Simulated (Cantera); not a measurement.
A perfectly stirred reactor is fed with 1.59 % C₂H₄, 98.4 % H₂, at 0.0267 bar; it is held at 1398 K, and followed from long to short residence time.

Cantera simulation using GRI-Mech 3.0 (53 species, 325 reactions); the numbers are that mechanism's predictions, not measurements. GRI-Mech 3.0 was tuned for natural gas; its chemistry of ethylene as a main component is partial and can be far from experiment. GRI-Mech 3.0 stops at C3 and has no aromatics, soot or wall deposition, so with more carbon than oxygen in the feed, carbon stays in small species such as C2H2 where larger ones or solid carbon would form. Radical loss at walls, strong at low pressure, is not modelled.

Problem. Predict: x(C₂H₄) at τ = 1.60 s; x(H₂) at τ = 1.60 s; x(C₂H₆) at τ = 1.60 s; x(CH₃) at τ = 1.60 s; x(C₂H₄) at τ = 48.0 ms; x(H₂) at τ = 48.0 ms; x(C₂H₆) at τ = 48.0 ms.

Solution. 
| Quantity | Result |
|---|---|
| x(C₂H₄) at τ = 1.60 s | 0.00430 |
| x(H₂) at τ = 1.60 s | 0.984 |
| x(C₂H₆) at τ = 1.60 s | 1.08e-6 |
| x(CH₃) at τ = 1.60 s | 3.62e-8 |
| x(C₂H₄) at τ = 48.0 ms | 0.0156 |
| x(H₂) at τ = 48.0 ms | 0.984 |
| x(C₂H₆) at τ = 48.0 ms | 1.14e-7 |
